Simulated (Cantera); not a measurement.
An adiabatic, constant-volume homogeneous reactor starts with CH₄ : C₂H₆ : C₃H₈ : O₂ : N₂ : CO₂ = 1 : 0.043 : 0.75 : 4.54 : 32.7 : 8.9 (molar parts), at 1750 K and 6.71 atm. Integrator tolerance rtol = 1e-08.

Computed with Cantera and GRI-Mech 3.0 (53 species, 325 reactions).

| quantity | before | after |
|---|---|---|
| time of steepest temperature rise | 9.23 µs | 10.6 µs |
| temperature at 0.100 s | 2607 K | 2472 K |
| equilibrium temperature | 2607 K | 2472 K |
| x(CH₄) at 0.100 s | <1e-12 (gas-phase equilibrium <1e-12) | <1e-12 (gas-phase equilibrium <1e-12) |
| x(C₂H₆) at 0.100 s | <1e-12 (gas-phase equilibrium <1e-12) | <1e-12 (gas-phase equilibrium <1e-12) |
| x(C₃H₈) at 0.100 s | <1e-12 (gas-phase equilibrium <1e-12) | <1e-12 (gas-phase equilibrium <1e-12) |
| x(CH₂) at 0.100 s | <1e-12 (gas-phase equilibrium <1e-12) | <1e-12 (gas-phase equilibrium <1e-12) |
| x(H₂) at 0.100 s | 0.00489 (gas-phase equilibrium 0.00489) | 0.00466 (gas-phase equilibrium 0.00466) |

### Question
What was changed between the two runs?
A. initial temperature 1750 to 1200 K
B. CO2 8.9 to 2.7 parts
C. constant pressure in place of constant volume
D. pressure from 6.71 atm to 2.17 atm

### Answer
C, constant pressure in place of constant volume
